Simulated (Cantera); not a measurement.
Gas mixture: H2O : C3H8 : C2H6 = 0.62 : 0.28 : 0.29 (molar parts), at 0.0260 bar, frozen composition.

Cantera's kinetic-theory transport with the Lennard-Jones parameters of GRI-Mech 3.0, ideal gas; thermal conductivity in the multicomponent form. Polar gases are described roughly by these parameters. The composition is frozen, though it would react at the higher temperatures.

D: mixture-averaged diffusion coefficient of that species in the mixture.

```tsv
T (K)	ρ (kg/m³)	cp (J/kg/K)	μ (µPa s)	λ (mW/m/K)	Pr	D (cm²/s) NH3	D (cm²/s) H2O	D (cm²/s) CO2
400	0.0212	2062	12.6	35.5	0.733	10.8	?	8.11
550	0.0154	2490	17.1	56.5	0.752	20.3	?	14.9
700	0.0121	2856	21.2	79.2	0.765	32.3	?	23.2
850	0.00997	3154	25.1	102	0.775	46.5	?	32.8
1000	0.00847	3415	28.8	126	0.783	62.8	?	43.8
1150	0.00737	3620	32.3	148	0.787	81.0	?	55.9
1300	0.00652	3797	35.6	171	0.791	101	?	69.1
1450	0.00584	3951	38.7	193	0.794	123	?	83.4
1600	0.00529	4083	41.7	214	0.797	146	?	98.7
```

Q: Complete the blanks.

A: 
- 400, D (cm²/s) H2O: 8.98
- 550, D (cm²/s) H2O: 16.7
- 700, D (cm²/s) H2O: 26.4
- 850, D (cm²/s) H2O: 37.8
- 1000, D (cm²/s) H2O: 50.7
- 1150, D (cm²/s) H2O: 65.0
- 1300, D (cm²/s) H2O: 80.7
- 1450, D (cm²/s) H2O: 97.6
- 1600, D (cm²/s) H2O: 116
